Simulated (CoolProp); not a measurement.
Properties of n-octane along the isotherm 347.3 K.

The numbers come from the reference Helmholtz-energy equation of state, Beckmüller 2019 in CoolProp.

```
p (MPa)   phase  density (kg/m³)  isothermal compressibility (1/MPa)  expansivity (1/kK)  viscosity (µPa s)  conductivity (mW/(m K))  fugacity coefficient
-------  ------  ---------------  ----------------------------------  ------------------  -----------------  -----------------------  --------------------
0.621    liquid            658.4                            0.001954               1.297         (withheld)                      110               0.03069
1.24     liquid            659.2                          (withheld)               1.286                311                      111               0.01595
1.86     liquid       (withheld)                            0.001902               1.275                313                      111               0.01104
2.48     liquid            660.7                            0.001877               1.265                315                      112              0.008593
3.1      liquid            661.5                            0.001853               1.255                318                      112              0.007134
3.73     liquid            662.3                            0.001829               1.245         (withheld)                      112              0.006156
4.35     liquid            663.0                            0.001806               1.236                322                      113            (withheld)
4.97     liquid            663.8                            0.001784               1.226                324                      113              0.004975
5.59     liquid            664.5                          (withheld)               1.217                326                      113              0.004590
6.21     liquid            665.2                            0.001742               1.209                328                      114              0.004287
```

Fill in the missing entries.


- 0.621, viscosity (µPa s): 309
- 1.24, isothermal compressibility (1/MPa): 0.001928
- 1.86, density (kg/m³): 660.0
- 3.73, viscosity (µPa s): 320
- 4.35, fugacity coefficient: 0.005478
- 5.59, isothermal compressibility (1/MPa): 0.001763

Viscosity comes from a separate model (Huber 2004). Thermal conductivity comes from a separate model (Huber 2005).
